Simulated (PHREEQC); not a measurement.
Consider water at 20 °C with 0.0021 mol/kgw HF, 0.12 mol/kgw NH4F, 0.11 mol/kgw (NH4)2SiF6 and 0.0013 mol/kgw HCl. Closed to the air; pH follows from the charge balance.

All values are PHREEQC results (ion-association model, phreeqc.dat), not measurements.

No solid was allowed to form.

Order these F species by the share of F that they hold, largest first: SiF6-2, F-, HF, HF2-.

SiF6-2 (84 %), F- (15 %), HF (0.30 %), HF2- (0.26 %)

The pH is 4.60 and the ionic strength 0.450 mol/kgw. Complexes and solids missing from the database can't appear. SiF6-2 is the database's only silicon fluoride.
